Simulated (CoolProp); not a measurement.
Saturation properties of CH3F (R41).

Model: reference Helmholtz-energy equation of state, Lemmon 2006, in CoolProp. It is a short technical equation, of lower accuracy than the large ones.

```
T (°C)  p (bar)  vapour density (kg/m³)  enthalpy of vaporisation (kJ/kg)  liquid cp (kJ/(kg K))
------  -------  ----------------------  --------------------------------  ---------------------
-69.05    1.649                   3.508                               [?]                  2.088
-57.95    2.773                   5.730                             457.4                  2.118
-46.85    4.414                     [?]                             438.8                  2.161
-35.75      [?]                   13.41                             418.4                  2.220
-24.65    9.805                   19.58                             395.6                  2.302
-13.55    13.87                   27.99                             369.9                  2.417
-2.45       [?]                   39.50                             340.3                    [?]
8.65        [?]                   55.53                               [?]                  2.845
19.75     33.77                   78.85                             262.3                  3.325
```

Question: Some entries are withheld; supply them.

Answer: 
- -69.05, enthalpy of vaporisation (kJ/kg): 474.4
- -46.85, vapour density (kg/m³): 8.930
- -35.75, p (bar): 6.708
- -2.45, p (bar): 19.08
- -2.45, liquid cp (kJ/(kg K)): 2.583
- 8.65, p (bar): 25.63
- 8.65, enthalpy of vaporisation (kJ/kg): 305.3

It boils at -78.4 °C under 1 atm.
